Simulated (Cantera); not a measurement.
Source: NASA polynomial tables (part measured, part estimated), evaluated in Cantera. Values are per mole of reaction as written; species without (g) are pure solids or liquids, kept so even where they would boil at 1 bar.

2 SF4(g) ⇌ S2(g) + 4 F2(g)

```json
[
 {"T (K)": "498", "ΔH° (kJ)": "1653.1", "ΔS° (J/K)": "436.4", "ΔG° (kJ)": "1435.8", "log10 K": "-150.60"},
 {"T (K)": "573", "ΔH° (kJ)": "1651.9", "ΔS° (J/K)": "434.1", "ΔG° (kJ)": "1403.2", "log10 K": "-127.91"},
 {"T (K)": "648", "ΔH° (kJ)": "1650.5", "ΔS° (J/K)": "431.8", "ΔG° (kJ)": "1370.7", "log10 K": "-110.49"},
 {"T (K)": "723", "ΔH° (kJ)": "?", "ΔS° (J/K)": "?", "ΔG° (kJ)": "?", "log10 K": "?"},
 {"T (K)": "798", "ΔH° (kJ)": "1647.5", "ΔS° (J/K)": "427.6", "ΔG° (kJ)": "1306.3", "log10 K": "-85.50"},
 {"T (K)": "873", "ΔH° (kJ)": "?", "ΔS° (J/K)": "?", "ΔG° (kJ)": "?", "log10 K": "?"},
 {"T (K)": "948", "ΔH° (kJ)": "?", "ΔS° (J/K)": "?", "ΔG° (kJ)": "?", "log10 K": "?"},
 {"T (K)": "1023", "ΔH° (kJ)": "1642.5", "ΔS° (J/K)": "422.1", "ΔG° (kJ)": "1210.7", "log10 K": "-61.82"}
]
```

### Question
Fill in the missing entries.

### Answer

- 723, ΔH° (kJ): 1649.0
- 723, ΔS° (J/K): 429.6
- 723, ΔG° (kJ): 1338.4
- 723, log10 K: -96.69
- 873, ΔH° (kJ): 1645.8
- 873, ΔS° (J/K): 425.6
- 873, ΔG° (kJ): 1274.3
- 873, log10 K: -76.24
- 948, ΔH° (kJ): 1644.2
- 948, ΔS° (J/K): 423.8
- 948, ΔG° (kJ): 1242.4
- 948, log10 K: -68.46
